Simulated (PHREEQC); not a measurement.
Model water analysis in mg/L, 25 °C, pH 3.88, pe 10.9: Na 60; K 186; Ca 115; Mg 30.5; Cl 136; S(6) as SO4 581; Li 0.0316; Cd 7.15; F 0.0411.

Valence states are taken as typed.

Equilibrium calculation in PHREEQC: ion-association model, phreeqc.dat.

This is a speciation only: nothing precipitates in the calculation.

**Question.** Predict the ionic strength, specific conductance, charge-balance error.

**Answer.** ionic strength 0.0219 mol/kgw; specific conductance 1690 µS/cm; charge-balance error 0.0 %.

**Question.** In which forms is Li present?

**Answer.** Li+ 99 %, LiSO4- 1.2 % of the Li.
